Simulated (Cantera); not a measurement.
MgO + C + H₂ + CH₄ (carbothermic reduction)

A closed system holds: 1 mol MgO, 7.7 mol C, 4.2 mol H₂, 0.9 mol CH₄, at 10000 Pa.

Equilibrium computed with Cantera from the NASA thermochemical tables; the gas is ideal and each condensed phase is pure. Candidate condensed phases: C, C₆H₆, C₇H₈, C₈H₁₈, H₂O, Mg, MgCO₃, MgO, Mg(OH)₂; 116 gas species. The tables' values for MgH are old estimates; treat these amounts as uncertain. Rates play no part.

```csv
T (°C),log p H₂,log p CH₄,log p CO,log p Mg,log p H,n C(graphite),n MgO(s)
602,-1.02,-2.40,-10.98,-10.84,-10.81,8.37,1.00
652,-1.01,-2.66,-9.92,-9.86,-10.09,8.47,1.00
702,-1.01,-2.91,-8.99,-8.97,-9.44,8.53,1.00
752,-1.00,-3.14,-8.16,-8.15,-8.86,8.56,1.00
802,-1.00,-3.35,-7.41,-7.41,-8.33,8.57,1.000
852,-1.00,-3.54,-6.74,-6.73,-7.85,8.58,1.000
902,-1.00,-3.72,-6.12,-6.12,-7.41,8.59,1.000
952,-1.00,-3.88,-5.55,-5.55,-7.01,8.59,1.000
1002,-1.00,-4.03,-5.03,-5.03,-6.63,8.59,0.999
1052,-1.00,-4.17,-4.54,-4.55,-6.29,8.59,0.998
1102,-1.00,-4.30,-4.10,-4.10,-5.97,8.59,0.995
1152,-1.00,-4.43,-3.68,-3.69,-5.67,8.59,0.988
1202,-1.00,-4.55,-3.30,-3.30,-5.39,8.57,0.970
1252,-1.01,-4.66,-2.94,-2.94,-5.13,8.53,0.929
```
log p: log10 of the partial pressure in bar; n: condensed amount in mol.

From 602 °C to 1252 °C the condensed part is C(graphite) + MgO(s).
